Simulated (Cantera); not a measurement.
An adiabatic, constant-volume homogeneous reactor starts with CH₄ : CO : O₂ : N₂ : H₂O = 1 : 1.4 : 1.42 : 5.34 : 1 (molar parts), equivalence ratio 1.9, at 1125 K and 2.37 atm. Integrator tolerance rtol = 1e-08.

Detailed kinetics in Cantera: GRI-Mech 3.0 (53 species, 325 reactions).

| quantity | before | after |
|---|---|---|
| time of steepest temperature rise | 0.191 s | 4.92 ms |
| temperature at 2.00 s | 2573 K | 2729 K |
| equilibrium temperature | 2573 K | 2729 K |
| x(CH₄) at 2.00 s | 3.09e-11 (gas-phase equilibrium 3.48e-11) | 1.27e-11 (gas-phase equilibrium 1.45e-11) |
| x(CO) at 2.00 s | 0.159 (gas-phase equilibrium 0.159) | 0.161 (gas-phase equilibrium 0.161) |
| x(O₂) at 2.00 s | 7.84e-5 (gas-phase equilibrium 7.84e-5) | 0.000353 (gas-phase equilibrium 0.000353) |
| x(NO) at 2.00 s | 0.000400 (gas-phase equilibrium 0.000400) | 0.00108 (gas-phase equilibrium 0.00108) |
| x(C₂H) at 2.00 s | <1e-12 (gas-phase equilibrium <1e-12) | <1e-12 (gas-phase equilibrium <1e-12) |
| x(CH₂O) at 2.00 s | 2.90e-8 (gas-phase equilibrium 2.90e-8) | 2.50e-8 (gas-phase equilibrium 2.50e-8) |

### Question
What was changed between the two runs?
A. initial temperature 1125 to 1600 K
B. initial temperature 1125 to 1375 K
C. H2O 1 to 0.42 parts
D. H2O 1 to 1.8 parts

### Answer
B, initial temperature 1125 to 1375 K
